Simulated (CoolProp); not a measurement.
Vapour-liquid equilibrium of methanol (1) + toluene (2) at 15.7 bar; x and y are mole fractions of (1).

Values from CoolProp's multi-fluid Helmholtz-energy mixture model, de Reuck 1993 and Lemmon 2006; pair parameters Bell 2016.

```tsv
x	bubble temperature (K)	y at the bubble point	dew temperature at overall composition x (K)	liquid density (mol/L)
0.05	494.3	[?]	514.5	7.159
0.2	[?]	0.610	[?]	8.346
0.35	446.9	0.707	487.3	[?]
0.5	440.7	[?]	471.9	10.71
0.65	436.2	[?]	454.0	12.45
0.8	432.4	0.880	437.3	14.90
0.95	429.1	[?]	429.6	[?]
```

Question: What belongs in the gaps?

Answer: 
- 0.05, y at the bubble point: 0.276
- 0.2, bubble temperature (K): 459.0
- 0.2, dew temperature at overall composition x (K): 501.2
- 0.35, liquid density (mol/L): 9.410
- 0.5, y at the bubble point: 0.762
- 0.65, y at the bubble point: 0.815
- 0.95, y at the bubble point: 0.967
- 0.95, liquid density (mol/L): 18.42

No azeotrope shows between x = 0.05 and 0.95.

The pair parameters rest on a limited set of measurements; away from them the model extrapolates.
